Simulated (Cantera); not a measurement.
A perfectly stirred reactor is fed with 4.79 % C3H8, 20.0 % O2, 75.2 % N2, equivalence ratio 1.2, at 4.93 atm; it is adiabatic with a 800 K inlet, and is followed from long to short residence time, starting on the burning branch (τ in s: 0.39, 0.16, 0.066, 0.027, 0.011, 0.0046, 0.0019, 0.00077, 0.00032, 0.00013, 5.3e-05).

Computed with Cantera and GRI-Mech 3.0 (53 species, 325 reactions). GRI-Mech 3.0 was tuned for natural gas; its chemistry of propane as a main component is partial and can be far from experiment.

### Question
Predict: blow-out, bracketed by the residence times tried; x(C3H8) at τ = 0.390 s; x(O2) at τ = 0.390 s; x(CH2O) at τ = 0.390 s; x(OH) at τ = 0.390 s; x(CO2) at τ = 0.390 s; x(C3H8) at τ = 4.60 ms; x(O2) at τ = 4.60 ms; x(CH2O) at τ = 4.60 ms; x(OH) at τ = 4.60 ms; x(CO2) at τ = 4.60 ms.

### Answer
```json
{
 "blow_out_bracketed_by_the_residence_times_tried": "burning at 53.0 µs, the shortest tried",
 "x(C3H8) at τ = 0.390 s": "6.43e-9",
 "x(O2) at τ = 0.390 s": "0.000707",
 "x(CH2O) at τ = 0.390 s": "2.40e-8",
 "x(OH) at τ = 0.390 s": "0.00329",
 "x(CO2) at τ = 0.390 s": "0.0741",
 "x(C3H8) at τ = 4.60 ms": "4.77e-7",
 "x(O2) at τ = 4.60 ms": "0.00125",
 "x(CH2O) at τ = 4.60 ms": "1.44e-6",
 "x(OH) at τ = 4.60 ms": "0.00409",
 "x(CO2) at τ = 4.60 ms": "0.0733"
}
```
